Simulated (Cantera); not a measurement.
A Cantera script and its output.

```python
import numpy as np
import cantera as ct

gas = ct.Solution("gri30.yaml")
gas.TPX = 600, 500000, {'CO': 1, 'H2': 0.3, 'CH4': 0.27, 'O2': 1.27, 'N2': 5.44}
flame = ct.FreeFlame(gas, width=0.013)
flame.set_refine_criteria(ratio=3, slope=0.08, curve=0.16)
flame.transport_model = "mixture-averaged"
flame.solve(loglevel=0, auto=True)
z, T = flame.grid, flame.T
thick = (T[-1] - T[0]) / np.gradient(T, z).max()
show = ['CO', 'H2', 'CH4', 'NO', 'HO2', 'CO2']
print(f"laminar burning velocity  {flame.velocity[0] * 100:.3f} cm/s")
print(f"burnt temperature         {T[-1]:.1f} K")
print(f"thermal thickness         {thick * 1e3:.4f} mm")
print(f"grid points               {len(z)}")
z0 = z[flame.heat_release_rate.argmax()]
print(f"{'z/mm':>9s}{'T/K':>9s}{'u/(m/s)':>9s}" + "".join(f"{s:>11s}" for s in show))
rows = []
for k in (-3, -2, -1.5, -1, -0.5, -0.25, 0, 0.25, 0.5, 1, 2, 4, 8):
    zz = z0 + k * thick
    rows.append([k * thick, np.interp(zz, z, T), np.interp(zz, z, flame.velocity),
                 *(np.interp(zz, z, flame.X[gas.species_index(s)]) for s in show)])
    print(f"{rows[-1][0] * 1e3:9.3f}{rows[-1][1]:9.1f}{rows[-1][2]:9.3f}" + "".join(f"{x:11.3e}" for x in rows[-1][3:]))
```

Output:

```
laminar burning velocity  109.536 cm/s
burnt temperature         2390.8 K
thermal thickness         0.0913 mm
grid points               139
     z/mm      T/K  u/(m/s)         CO         H2        CH4         NO        HO2        CO2
   -0.274    600.0    1.095  1.208e-01  3.579e-02  3.262e-02  1.973e-11  3.217e-08  8.306e-08
   -0.183    600.9    1.095  1.210e-01  3.463e-02  3.264e-02  4.643e-10  7.351e-07  2.981e-06
   -0.137    603.5    1.099  1.211e-01  3.314e-02  3.263e-02  2.141e-09  3.322e-06  1.624e-05
   -0.091    621.7    1.129  1.212e-01  2.979e-02  3.226e-02  1.786e-08  2.558e-05  1.748e-04
   -0.046    814.5    1.473  1.192e-01  2.237e-02  2.721e-02  4.380e-07  3.082e-04  4.242e-03
   -0.023   1163.0    2.097  1.138e-01  1.714e-02  1.716e-02  1.911e-06  3.649e-04  1.715e-02
    0.000   1579.7    2.829  1.013e-01  1.144e-02  4.322e-03  5.160e-06  1.867e-04  4.418e-02
    0.023   1808.7    3.204  7.898e-02  6.872e-03  2.582e-04  1.046e-05  6.164e-05  7.491e-02
    0.046   1927.2    3.379  6.037e-02  5.527e-03  7.726e-06  1.619e-05  3.515e-05  9.680e-02
    0.091   2062.7    3.576  4.250e-02  5.028e-03  1.024e-08  2.613e-05  1.945e-05  1.176e-01
    0.183   2187.3    3.760  3.103e-02  3.956e-03  1.993e-13  4.133e-05  9.985e-06  1.310e-01
    0.365   2283.1    3.900  2.252e-02  2.731e-03  1.218e-16  6.434e-05  5.217e-06  1.407e-01
    0.731   2345.2    3.988  1.618e-02  1.894e-03  4.704e-17  9.923e-05  3.310e-06  1.479e-01
```

Computed with Cantera and GRI-Mech 3.0 (53 species, 325 reactions). Burning velocities carry a grid error of a few per cent, more on coarse grids.
